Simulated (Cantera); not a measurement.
A closed system holds: 1 mol Si, 1.6 mol HF, 78 mol H2, held at 1175 K and 750 Torr.

Method: chemical equilibrium by Gibbs-energy minimisation in Cantera with the NASA 1993 tables (ideal gas, pure condensed phases). Candidate condensed phases: Si; 25 gas species. The tables' values for SiF3 are old estimates; treat these amounts as uncertain. The numbers say what is thermodynamically allowed, not how fast it happens.

Base state: H2 0.994, SiF4 0.00354, SiHF3 0.00165, SiH2F2 0.000382, SiF3 8.36e-5, HF 5.24e-5, SiH3F 2.23e-5 (mole fractions); condensed: Si(s).

Problem. What changes in the equilibrium state with this change: HF from 1.6 to 4.3 mol?

Solution. 
```csv
species,before,after
H2,0.994,0.984
SiF4,0.00354,0.0122
HF,5.24e-5,0.00377
SiH3F,2.23e-5,<1e-9
SiH2F2,0.000382,2.49e-7
SiHF3,0.00165,7.85e-5
SiF3,8.36e-5,3.99e-6
"Si(s), mol",0.550,0
```
